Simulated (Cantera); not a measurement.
# Pyrogenic steam for wet oxidation

An isothermal, constant-pressure homogeneous reactor starts with 21.5 % H2, 12.7 % O2, 65.8 % N2, at 948 K and 173 Torr.

Detailed kinetics in Cantera: the H2/O2 subset of GRI-Mech 3.0, which has no nitrogen chemistry. Below about 950 K walls govern HO2 and H2O2 in real vessels. The temperature is held fixed by assumption; the heat of reaction is taken as removed at once.

```
t (s)         x H2    x O2       x O    x H2O       x H      x OH    x H2O2
--------  --------  ------  --------  -------  --------  --------  --------
0.000700     0.215   0.127   1.01e-7  1.47e-6   9.45e-7   2.96e-8  6.09e-10
0.00134      0.193   0.117  0.000902   0.0186   0.00898  0.000380   2.39e-7
0.00255     0.0133  0.0280  0.000344    0.224   0.00221  0.000384   1.43e-6
0.00487    0.00461  0.0235   6.38e-5    0.236  0.000170   8.76e-5   9.98e-7
0.00931    0.00255  0.0225   1.88e-5    0.238   3.17e-5   3.06e-5   9.99e-7
0.0178     0.00164  0.0221   6.31e-6    0.239   8.13e-6   1.23e-5   1.40e-6
0.0339     0.00119  0.0218   1.94e-6    0.240   2.12e-6   4.45e-6   2.26e-6
0.0648    0.000960  0.0217   6.20e-7    0.240   6.25e-7   1.60e-6   3.53e-6
0.124     0.000784  0.0217   3.79e-7    0.240   3.63e-7   1.12e-6   4.11e-6
0.236     0.000584  0.0216   2.39e-7    0.240   2.13e-7   8.62e-7   3.55e-6
0.451     0.000385  0.0215   1.28e-7    0.241   1.04e-7   6.21e-7   2.39e-6
0.862     0.000222  0.0214   5.59e-8    0.241   4.17e-8   4.14e-7   1.22e-6
1.65      0.000115  0.0213   1.96e-8    0.241   1.35e-8   2.50e-7   4.61e-7
3.14       5.52e-5  0.0213   5.74e-9    0.241   3.76e-9   1.41e-7   1.37e-7
6.00       2.55e-5  0.0213   1.55e-9    0.241  9.85e-10   7.75e-8   3.56e-8
```
x: mole fraction; the columns are a selection and need not sum to one.

Equilibrium at this temperature and pressure: H2 5.92e-11, O2 0.0213, O 9.09e-12, H2O 0.241, H <1e-12, OH 5.00e-8, H2O2 2.36e-11 (gas phase only).
